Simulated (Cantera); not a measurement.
A perfectly stirred reactor is fed with CH4 : H2 : O2 : N2 = 1 : 0.15 : 2.84 : 10.7 (molar parts), equivalence ratio 0.73, at 270 Torr; it is adiabatic with a 573 K inlet, and is followed from long to short residence time, starting on the burning branch (τ in s: 0.054, 0.027, 0.013, 0.0065, 0.0032, 0.0016, 0.00079, 0.00039, 0.00019, 9.5e-05).

Computed with Cantera and GRI-Mech 3.0 (53 species, 325 reactions).

Problem. What does this change do: pressure from 270 Torr to 5850 Torr?

Solution. 
```
quantity                                                                       before                                   after
------------------------------------------------  -----------------------------------  --------------------------------------
blow-out, bracketed by the residence times tried  burning at 0.190 ms, out at 95.0 µs  burning at 95.0 µs, the shortest tried
x(CH4) at τ = 54.0 ms                                                         9.14e-6                                 1.84e-6
x(H2) at τ = 54.0 ms                                                          0.00152                                0.000152
x(O2) at τ = 54.0 ms                                                           0.0527                                  0.0517
x(CH2CO) at τ = 54.0 ms                                                      4.53e-10                                8.36e-11
x(CH3) at τ = 54.0 ms                                                         2.93e-6                                 6.51e-7
x(CH4) at τ = 1.60 ms                                                        0.000122                                 3.85e-5
x(H2) at τ = 1.60 ms                                                          0.00664                                0.000424
x(O2) at τ = 1.60 ms                                                           0.0580                                  0.0526
x(CH2CO) at τ = 1.60 ms                                                       1.52e-8                                 1.51e-8
x(CH3) at τ = 1.60 ms                                                         2.55e-5                                 1.34e-5
```
